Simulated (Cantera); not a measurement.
An adiabatic, constant-pressure homogeneous reactor starts with CH₄ : O₂ : N₂ = 1 : 1.43 : 5.37 (molar parts), equivalence ratio 1.4, at 1725 K and 7.60 atm.

Cantera simulation using GRI-Mech 3.0 (53 species, 325 reactions); the numbers are that mechanism's predictions, not measurements.

**Question.** Predict: time of steepest temperature rise; temperature at 1.00 s; equilibrium temperature; x(O₂) at 1.00 s; x(CH₂O) at 1.00 s.

**Answer.** 
```
Quantity                                                             Value
---------------------------------  ---------------------------------------
time of steepest temperature rise                                  38.0 µs
temperature at 1.00 s                                               2973 K
equilibrium temperature                                             2973 K
x(O₂) at 1.00 s                    0.00179 (gas-phase equilibrium 0.00179)
x(CH₂O) at 1.00 s                  1.52e-8 (gas-phase equilibrium 1.52e-8)
```
